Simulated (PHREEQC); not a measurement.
A column of 1 m (30 cells, dispersivity 0.035 m, 3600 s a shift, diffusion coefficient 3e-10 m²/s) holds 0.11 eq of the database's cation exchanger X per kg of pore water, first in equilibrium with 0.0004 mol/kgw MgCl2 and 1e-05 mol/kgw HCl. It is flushed with 0.39 mmol/kgw CuCl2, 0.58 mmol/kgw KBr, 64 mmol/kgw SrCl2 and 0.01 mmol/kgw HCl, at 25 °C. Values are for the last cell. CO2 from the air is kept out. Nothing may precipitate in this run.

Base run: PHREEQC, ion-association model, phreeqc.dat. Each further column changes one thing. The table gives K in solution (mol/kgw).

| pore volumes | base | exchange capacity from 0.11 to 0.055 eq/kgw | dispersivity from 0.035 to 0.07 m |
|---|---|---|---|
| 0 | 0 | 0 | 0 |
| 0.4167 | 0 | 0 | 0 |
| 0.8167 | 1.85e-8 | 2.31e-6 | 1.24e-6 |
| 1.217 | 2.65e-5 | 0.000195 | 7.16e-5 |
| 1.617 | 0.000229 | 0.000467 | 0.000270 |
| 2.017 | 0.000455 | 0.000555 | 0.000432 |
| 2.417 | 0.000543 | 0.000575 | 0.000515 |
| 2.817 | 0.000570 | 0.000579 | 0.000552 |
| 3.217 | 0.000577 | 0.000580 | 0.000568 |
| 3.617 | 0.000579 | 0.000580 | 0.000575 |
| 4.017 | 0.000580 | 0.000580 | 0.000578 |
